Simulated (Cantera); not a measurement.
An isothermal, constant-pressure homogeneous reactor starts with N2O : N2 : H2O = 1 : 0.54 : 0.035 (molar parts), at 1450 K and 0.0118 atm.

Computed with Cantera and GRI-Mech 3.0 (53 species, 325 reactions). GRI-Mech 3.0 was tuned for natural gas; its chemistry of N2O as a main component is partial and can be far from experiment. Radical loss at walls, strong at low pressure, is not modelled. The temperature is held fixed by assumption; the heat of reaction is taken as removed at once.

**Question.** Predict: x(N2O) at 7.00 s; x(NO) at 7.00 s; x(NO2) at 7.00 s; x(O) at 7.00 s; x(O2) at 7.00 s.

**Answer.** 
```json
{
  "x(N2O) at 7.00 s": "0.0297 (gas-phase equilibrium 6.57e-9)",
  "x(NO) at 7.00 s": "0.0856 (gas-phase equilibrium 0.000991)",
  "x(NO2) at 7.00 s": "4.29e-5 (gas-phase equilibrium 7.26e-7)",
  "x(O) at 7.00 s": "3.62e-5 (gas-phase equilibrium 9.05e-6)",
  "x(O2) at 7.00 s": "0.187 (gas-phase equilibrium 0.240)"
}
```
